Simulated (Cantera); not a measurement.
Charge: 1 mol B2O3, a varied amount of H2, equilibrated at 1998.15 K and 0.100 bar.

Equilibrium computed with Cantera from the NASA thermochemical tables; the gas is ideal and each condensed phase is pure. Candidate condensed phases: B, B2O3, B3O3H3, H2O; 23 gas species. Equilibrium is a limit: real reactors are often held back by kinetics, nucleation or transport.

x: gas mole fraction; nothing condenses.

| n(H2) (mol) | x H2 | x HBO2 | x HBO | x B2O3 | x H2O | x H | x B2O2 |
|---|---|---|---|---|---|---|---|
| 11 | 0.865 | 0.0419 | 0.0393 | 0.0359 | 0.00510 | 0.00472 | 0.00487 |
| 14 | 0.887 | 0.0353 | 0.0349 | 0.0262 | 0.00494 | 0.00478 | 0.00375 |
| 18 | 0.907 | 0.0291 | 0.0306 | 0.0185 | 0.00476 | 0.00484 | 0.00282 |
| 21 | 0.917 | 0.0257 | 0.0281 | 0.0149 | 0.00463 | 0.00486 | 0.00236 |
| 25 | 0.927 | 0.0223 | 0.0255 | 0.0116 | 0.00448 | 0.00489 | 0.00191 |
| 29 | 0.935 | 0.0196 | 0.0233 | 0.00924 | 0.00434 | 0.00491 | 0.00159 |
| 32 | 0.940 | 0.0180 | 0.0220 | 0.00795 | 0.00424 | 0.00492 | 0.00141 |
| 36 | 0.945 | 0.0162 | 0.0205 | (withheld) | 0.00412 | 0.00494 | (withheld) |
| 39 | 0.948 | 0.0150 | 0.0195 | (withheld) | 0.00404 | 0.00494 | (withheld) |
| 43 | 0.952 | 0.0137 | 0.0183 | 0.00498 | 0.00394 | 0.00495 | 0.000961 |
| 47 | 0.955 | 0.0126 | 0.0173 | 0.00431 | 0.00384 | 0.00496 | 0.000855 |
| 50 | 0.957 | 0.0119 | 0.0166 | 0.00389 | 0.00378 | 0.00497 | 0.000787 |

Task: Fill in the missing entries.

Result: 
- 39, x B2O3: 0.00583
- 39, x B2O2: 0.00109
- 36, x B2O3: 0.00662
- 36, x B2O2: 0.00121
